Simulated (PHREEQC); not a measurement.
A solution holds 0.23 mol CuSO4, 0.00073 mol HNO3 and 0.038 mol KCl per kg of water, at 20 °C. Closed to the air; pH follows from the charge balance.

All values are PHREEQC results (ion-association model, phreeqc.dat), not measurements.

This is a speciation only: nothing precipitates in the calculation.

Q: Estimate the pH.

A: pH 3.74.

Q: In which forms is K present?

A: K+ 88 %, KSO4- 12 % of the K.

Species that the database lacks are ignored.
